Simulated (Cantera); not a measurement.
A closed system holds: 1 mol HgO, 0.042 mol O2, 11 mol H2, at 1050 °C and 0.133 bar.

Cantera equilibrium calculation (NASA polynomials, part measured and part estimated; ideal gas, pure solids and liquids). Candidate condensed phases: H2O, Hg, HgO; 10 gas species. Equilibrium is a limit: real reactors are often held back by kinetics, nucleation or transport.

Task: What is the equilibrium state?

Result: x(H2): 0.826
x(H2O): 0.0903
x(Hg): 0.0833
x(H): 3.96e-6
gas amount: 12.00 mol
log10 activity of Hg(l) (absent): -4.45
